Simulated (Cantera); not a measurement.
A Cantera script and its output.

```python
import numpy as np
import cantera as ct

gas = ct.Solution("gri30.yaml")
gas.TPX = 1175, 10000, {'C3H8': 1, 'H2': 3.5}
inlet = ct.Reservoir(gas, clone=True)

reactor = ct.IdealGasConstPressureReactor(gas, energy="off", clone=False)
exhaust = ct.Reservoir(gas, clone=True)
tau = [6.6, 2.3, 0.81, 0.29, 0.1, 0.035, 0.012, 0.0044][0]
for a, b in ((inlet, reactor), (reactor, exhaust)):
    ct.MassFlowController(a, b, mdot=lambda t: reactor.mass / tau)
net = ct.ReactorNet([reactor])
show = ['C3H8', 'H2', 'C2H6', 'H', 'CH3', 'C2H2']

rows = []
print(f"{'tau/s':>10s}{'T/K':>9s}" + "".join(f"{s:>11s}" for s in show))
for tau in [6.6, 2.3, 0.81, 0.29, 0.1, 0.035, 0.012, 0.0044]:
    net.initial_time = 0.0
    net.advance(30 * tau)
    before = gas.X
    net.advance(40 * tau)
    drift = np.max(np.abs(gas.X - before) / (gas.X + 1e-9))
    rows.append([gas.T, *gas[show].X, drift])
    print(f"{tau:10.3e}{gas.T:9.1f}" + "".join(f"{x:11.3e}" for x in gas[show].X))
```

Output:

```
     tau/s      T/K       C3H8         H2       C2H6          H        CH3       C2H2
 6.600e+00   1175.0  1.285e-03  6.447e-01  1.464e-03  4.013e-06  2.379e-05  5.774e-02
 2.300e+00   1175.0  2.757e-03  6.453e-01  1.685e-03  5.485e-06  3.349e-05  4.688e-02
 8.100e-01   1175.0  5.945e-03  6.456e-01  1.945e-03  7.295e-06  4.851e-05  3.308e-02
 2.900e-01   1175.0  1.295e-02  6.486e-01  2.222e-03  9.214e-06  7.248e-05  1.958e-02
 1.000e-01   1175.0  3.012e-02  6.590e-01  2.558e-03  1.064e-05  1.147e-04  8.849e-03
 3.500e-02   1175.0  6.897e-02  6.834e-01  2.882e-03  1.054e-05  1.807e-04  2.836e-03
 1.200e-02   1175.0  1.311e-01  7.219e-01  2.436e-03  9.482e-06  2.527e-04  5.766e-04
 4.400e-03   1175.0  1.802e-01  7.520e-01  1.330e-03  8.587e-06  2.886e-04  9.294e-05
```

Model: GRI-Mech 3.0 (53 species, 325 reactions), integrated in Cantera. GRI-Mech 3.0 was tuned for natural gas; its chemistry of propane as a main component is partial and can be far from experiment. GRI-Mech 3.0 stops at C3 and has no aromatics, soot or wall deposition, so with more carbon than oxygen in the feed, carbon stays in small species such as C2H2 where larger ones or solid carbon would form.
